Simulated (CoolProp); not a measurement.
The fluid at 289.58 K and 0.413 MPa (stagnation) flows isentropically through a choked orifice. The same conditions are run with several fluids, on thermodynamics alone (safety and materials aside).

Model: reference Helmholtz-energy equation of state of each fluid (carbonyl sulfide: Lemmon 2006; R410A: Lemmon 2003; R125: Lemmon 2005; hydrogen sulfide: Lemmon 2006; R1132(E): Akasaka 2024), in CoolProp. Blends and air are pseudo-pure fits.

```csv
fluid,throat to inlet pressure ratio,mass flux (kg/(m² s)),throat temperature (K)
carbonyl sulfide,0.553,1390,255.2
R410A,0.572,1500,265.5
R125,0.591,1880,274.6
hydrogen sulfide,0.542,1060,248.6
R1132(E),0.573,1400,266.2
```
